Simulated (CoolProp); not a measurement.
A single-stage vapour-compression cycle with R13: evaporating at 228.15 K (dew point), condensing at 261.15 K (bubble point), superheat 2 K, subcooling 5 K, compressor efficiency 0.6, no pressure losses. Each further row changes one setting.

The numbers come from the reference Helmholtz-energy equation of state, Platzer 1990 in CoolProp. This equation is an older, rougher fit; its heat capacities, sound speeds and derivatives of the liquid may be far off and weren't checked against measurements.

```json
[
 {"case": "as stated", "cooling COP": "3.47", "pressure ratio": "2.84", "discharge temperature (K)": "288.8", "refrigerating effect (kJ/kg)": "101", "volumetric capacity (kJ/m³)": "3180"},
 {"case": "evaporating temperature 233.15 K", "cooling COP": "?", "pressure ratio": "?", "discharge temperature (K)": "284.3", "refrigerating effect (kJ/kg)": "103", "volumetric capacity (kJ/m³)": "3840"},
 {"case": "condensing temperature 256.15 K", "cooling COP": "?", "pressure ratio": "2.47", "discharge temperature (K)": "?", "refrigerating effect (kJ/kg)": "107", "volumetric capacity (kJ/m³)": "3350"},
 {"case": "subcooling 10 K", "cooling COP": "3.66", "pressure ratio": "2.84", "discharge temperature (K)": "288.8", "refrigerating effect (kJ/kg)": "107", "volumetric capacity (kJ/m³)": "3350"},
 {"case": "superheat 12 K", "cooling COP": "?", "pressure ratio": "2.84", "discharge temperature (K)": "300.0", "refrigerating effect (kJ/kg)": "108", "volumetric capacity (kJ/m³)": "?"},
 {"case": "compressor efficiency 0.5", "cooling COP": "?", "pressure ratio": "2.84", "discharge temperature (K)": "296.6", "refrigerating effect (kJ/kg)": "101", "volumetric capacity (kJ/m³)": "3180"}
]
```

Problem. Some entries are withheld; supply them.

Solution. 
- evaporating temperature 233.15 K, cooling COP: 4.28
- evaporating temperature 233.15 K, pressure ratio: 2.38
- condensing temperature 256.15 K, cooling COP: 4.24
- condensing temperature 256.15 K, discharge temperature (K): 280.7
- superheat 12 K, cooling COP: 3.46
- superheat 12 K, volumetric capacity (kJ/m³): 3170
- compressor efficiency 0.5, cooling COP: 2.89
